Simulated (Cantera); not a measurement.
A closed system holds: 1 mol Fe₂O₃, 1.5 mol HCl, 0.13 mol O₂, at 380000 Pa.

Cantera equilibrium calculation (NASA polynomials, part measured and part estimated; ideal gas, pure solids and liquids). Candidate condensed phases: Fe, FeCl₂, FeCl₃, FeO, Fe(OH)₂, Fe(OH)₃, Fe₂O₃, Fe₃O₄, H₂O; 22 gas species. Rates play no part. All values below are at 1500 K.

Base state: HCl 0.645, H₂O 0.154, O₂ 0.0684, FeCl₃ 0.0481, Cl₂ 0.0429, FeCl₂ 0.0352, Cl 0.00621, Fe₂Cl₄ 0.000186 (mole fractions); condensed: Fe₂O₃(s).

Task: What changes in the equilibrium state with this change: Fe₂O₃ replaced by Al₂O₃?

Result: 
```csv
species,before,after
HCl,0.645,0.781
H₂O,0.154,0.0878
Cl₂,0.0429,0.0833
FeCl₃,0.0481,0
FeCl₂,0.0352,0
O₂,0.0684,0.0390
AlCl₃,0,8.04e-5
Fe₂Cl₄,0.000186,0
Fe₂Cl₆,8.53e-5,0
OH,5.25e-5,3.45e-5
Cl,0.00621,0.00865
"Fe₂O₃(s), mol",0.934,0
"Al₂O₃(s), mol",0,1.000
```
Gases not in the tables: Al(OH)₃. Further candidate phases: Al, AlCl₃, Al₂O₃.
